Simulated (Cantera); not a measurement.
A Cantera script and its output.

```python
import numpy as np
import cantera as ct

gas = ct.Solution("h2o2.yaml")
gas.TPX = 1450, 2400, {'H2': 0.013, 'O2': 1}
inlet = ct.Reservoir(gas, clone=True)

reactor = ct.IdealGasConstPressureReactor(gas, energy="off", clone=False)
exhaust = ct.Reservoir(gas, clone=True)
tau = [5.5, 1.6, 0.47, 0.14, 0.04, 0.012, 0.0034][0]
for a, b in ((inlet, reactor), (reactor, exhaust)):
    ct.MassFlowController(a, b, mdot=lambda t: reactor.mass / tau)
net = ct.ReactorNet([reactor])
show = ['H2', 'O2', 'H', 'H2O', 'H2O2']

rows = []
print(f"{'tau/s':>10s}{'T/K':>9s}" + "".join(f"{s:>11s}" for s in show))
for tau in [5.5, 1.6, 0.47, 0.14, 0.04, 0.012, 0.0034]:
    net.initial_time = 0.0
    net.advance(30 * tau)
    before = gas.X
    net.advance(40 * tau)
    drift = np.max(np.abs(gas.X - before) / (gas.X + 1e-9))
    rows.append([gas.T, *gas[show].X, drift])
    print(f"{tau:10.3e}{gas.T:9.1f}" + "".join(f"{x:11.3e}" for x in gas[show].X))
```

Output:

```
     tau/s      T/K         H2         O2          H        H2O       H2O2
 5.500e+00   1450.0  8.549e-06  9.860e-01  8.712e-06  1.263e-02  5.419e-09
 1.600e+00   1450.0  1.775e-05  9.849e-01  2.731e-05  1.248e-02  8.307e-09
 4.700e-01   1450.0  3.535e-05  9.830e-01  7.611e-05  1.227e-02  1.169e-08
 1.400e-01   1450.0  6.728e-05  9.803e-01  1.721e-04  1.201e-02  1.496e-08
 4.000e-02   1450.0  1.337e-04  9.776e-01  2.992e-04  1.170e-02  1.776e-08
 1.200e-02   1450.0  2.996e-04  9.762e-01  4.022e-04  1.134e-02  2.060e-08
 3.400e-03   1450.0  8.290e-04  9.761e-01  4.958e-04  1.057e-02  2.584e-08
```

Detailed kinetics in Cantera: the H2/O2 subset of GRI-Mech 3.0, which has no nitrogen chemistry. Radical loss at walls, strong at low pressure, is not modelled.
